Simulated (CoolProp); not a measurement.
A Linde-Hampson liquefier for carbon monoxide: isothermal reversible compression at 230 K from 1 atm to 10 MPa, throttling to 1 atm, return gas leaving the recuperator 2 K below the feed. Each further row changes one setting.

Model: reference Helmholtz-energy equation of state, Lemmon 2006, in CoolProp. It is a short technical equation, of lower accuracy than the large ones.

```csv
case,liquid yield per pass,compression work (kJ/kg of gas)
as stated,?,305
high pressure 20 MPa,?,348
warm-end temperature 260 K,?,349
warm-end gap 7 K,?,305
```

Task: Complete the blanks.

Result: 
- as stated, liquid yield per pass: 0.105
- high pressure 20 MPa, liquid yield per pass: 0.175
- warm-end temperature 260 K, liquid yield per pass: 0.072
- warm-end gap 7 K, liquid yield per pass: 0.092
